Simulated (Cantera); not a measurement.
Input: 1 mol Si, 2.1 mol Cl2, 7.6 mol HF, held at 1400 K and 780 Pa.

Method: chemical equilibrium by Gibbs-energy minimisation in Cantera with the NASA 1993 tables (ideal gas, pure condensed phases). Candidate condensed phases: Si; 37 gas species. Rates play no part.

Base state: HCl 0.456, HF 0.410, SiF4 0.114, Cl 0.0171, Cl2 0.00283 (mole fractions); condensed: gas only.

Question: What changes in the equilibrium state with this change: temperature from 1400 K to 1700 K?

Answer: 
```
species   before     after
-------  -------  --------
HCl        0.456     0.453
HF         0.410     0.409
SiF4       0.114     0.113
Cl        0.0171    0.0240
Cl2      0.00283  0.000121
SiF3     2.93e-7  0.000259
H        6.65e-8   4.09e-5
H2       1.46e-6  0.000600
```
The tables' values for SiF3 are old estimates; treat these amounts as uncertain.

Question: What changes in the equilibrium state with this change: pressure from 780 Pa to 13300 Pa?

Answer: 
| species | before | after |
|---|---|---|
| HCl | 0.456 | 0.458 |
| HF | 0.410 | 0.412 |
| SiF4 | 0.114 | 0.115 |
| Cl | 0.0171 | 0.00695 |
| Cl2 | 0.00283 | 0.00798 |

Question: What changes in the equilibrium state with this change: 2 mol H2 added?

Answer: 
```tsv
species	before	after
HCl	0.456	0.392
HF	0.410	0.337
H2	1.46e-6	0.178
Cl	0.0171	4.22e-5
SiF4	0.114	0.0933
Cl2	0.00283	1.72e-8
SiHF3	<1e-9	1.12e-5
H	6.65e-8	2.32e-5
```
The tables' values for SiF3 are old estimates; treat these amounts as uncertain.
